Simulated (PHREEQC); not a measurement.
0.7 g of hydrous ferric oxide (600 m²/g; 0.2 weak and 0.005 strong sites per Fe, Dzombak-Morel constants, diffuse double layer) in 1 kg of water with 0.005 mol/kgw of an inert sodium salt and 4.6e-05 mol CaCl2, at 25 °C; the pH is set by adding NaOH or the inert anion's acid. Oxygen alone is held at its pressure in air (log pO2 = -0.68). No CO2 enters from the air. Precipitation was switched off in this run.

The series has 17 steps of pH, from 3 to 11.

The numbers come from PHREEQC with the ion-association model, wateq4f.dat.

### Question
Near which pH is half of the Ca sorbed, and on which side is more sorbed?

### Answer
Near pH 8.1, with more sorbed at higher pH.

The oxide is taken as insoluble; below pH 4 it would dissolve.
